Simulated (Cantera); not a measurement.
An isothermal, constant-pressure homogeneous reactor starts with H2 : O2 : N2 = 1 : 1 : 0.58 (molar parts), at 1173 K and 315 Torr. Integrator tolerance rtol = 1e-08.

Computed with Cantera and the H2/O2 subset of GRI-Mech 3.0, which has no nitrogen chemistry. The temperature is held fixed by assumption; the heat of reaction is taken as removed at once.

**Question.** What does this change do: temperature 1173 to 900 K?

**Answer.** 
| quantity | before | after |
|---|---|---|
| x(H2) at 6.00 s | 1.09e-8 (gas-phase equilibrium 1.09e-8) | 0.0199 (gas-phase equilibrium 4.87e-12) |
| x(O2) at 6.00 s | 0.240 (gas-phase equilibrium 0.240) | 0.248 (gas-phase equilibrium 0.240) |
| x(H) at 6.00 s | 1.91e-11 (gas-phase equilibrium 1.91e-11) | 4.05e-8 (gas-phase equilibrium <1e-12) |
| x(H2O2) at 6.00 s | 2.86e-9 (gas-phase equilibrium 2.86e-9) | 0.000363 (gas-phase equilibrium 1.04e-10) |
| x(O) at 6.00 s | 1.06e-8 (gas-phase equilibrium 1.06e-8) | 5.73e-8 (gas-phase equilibrium 4.10e-12) |
| x(H2O) at 6.00 s | 0.481 (gas-phase equilibrium 0.481) | 0.456 (gas-phase equilibrium 0.481) |
| x(OH) at 6.00 s | 5.81e-6 (gas-phase equilibrium 5.81e-6) | 1.11e-7 (gas-phase equilibrium 3.71e-8) |
Below about 950 K walls govern HO2 and H2O2 in real vessels.

**Question.** What does this change do: temperature 1173 to 775 K?

**Answer.** 
```tsv
quantity	before	after
x(H2) at 6.00 s	1.09e-8 (gas-phase equilibrium 1.09e-8)	0.388 (gas-phase equilibrium <1e-12)
x(O2) at 6.00 s	0.240 (gas-phase equilibrium 0.240)	0.388 (gas-phase equilibrium 0.240)
x(H) at 6.00 s	1.91e-11 (gas-phase equilibrium 1.91e-11)	3.46e-11 (gas-phase equilibrium <1e-12)
x(H2O2) at 6.00 s	2.86e-9 (gas-phase equilibrium 2.86e-9)	6.89e-6 (gas-phase equilibrium 1.06e-11)
x(O) at 6.00 s	1.06e-8 (gas-phase equilibrium 1.06e-8)	3.94e-12 (gas-phase equilibrium <1e-12)
x(H2O) at 6.00 s	0.481 (gas-phase equilibrium 0.481)	4.51e-6 (gas-phase equilibrium 0.481)
x(OH) at 6.00 s	5.81e-6 (gas-phase equilibrium 5.81e-6)	1.53e-12 (gas-phase equilibrium 1.12e-9)
```
Below about 950 K walls govern HO2 and H2O2 in real vessels.
